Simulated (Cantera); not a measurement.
An isothermal plug-flow reactor at 900 K and 4.93 atm (inlet), inlet velocity 0.76 m/s, active area per volume 240 1/m; feed H₂ : O₂ : N₂ = 0.0079 : 0.11 : 0.79 (molar parts).

Model: Deutschmann's 1995 Pt surface mechanism with GRI-Mech 3.0 gas chemistry, integrated in Cantera. Catalytic surfaces can have several steady states; this one follows from the mechanism file's or the stated starting coverage. Mass transfer to the wall is taken as infinitely fast.

Question: Predict: x(H₂) at z = 0.0051 m; x(O₂) at z = 0.0051 m; x(H₂O) at z = 0.0051 m; θ(free Pt) at the exit; θ(O*) at the exit; θ(OH*) at the exit.

Answer: 
| Property | Result |
|---|---|
| x(H₂) at z = 0.0051 m | 0.000164 |
| x(O₂) at z = 0.0051 m | 0.117 |
| x(H₂O) at z = 0.0051 m | 0.00857 |
| θ(free Pt) at the exit | 0.0545 |
| θ(O*) at the exit | 0.942 |
| θ(OH*) at the exit | 0.00312 |
